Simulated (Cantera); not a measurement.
A closed system holds: 1 mol C2H4, 0.069 mol H2O, a varied amount of N2, 47 mol H2, held at 1702 °C and 0.133 bar.

Cantera equilibrium calculation (NASA polynomials, part measured and part estimated; ideal gas, pure solids and liquids). Candidate condensed phases: C, C6H6, C7H8, C8H18, H2O; 136 gas species. The numbers say what is thermodynamically allowed, not how fast it happens.

**Question.** What share of the C ends up in condensed phases as a function of n(N2) (mol), at 0.17, 0.31, 0.55, 0.97, 1.7, 3.1, 5.5, 9.7?

**Answer.** 
```tsv
n(N2) (mol)	C condensed (%)	as
0.17	91.3	C(graphite)
0.31	90.6	C(graphite)
0.55	89.7	C(graphite)
0.97	88.5	C(graphite)
1.7	86.9	C(graphite)
3.1	84.7	C(graphite)
5.5	81.8	C(graphite)
9.7	78.1	C(graphite)
```
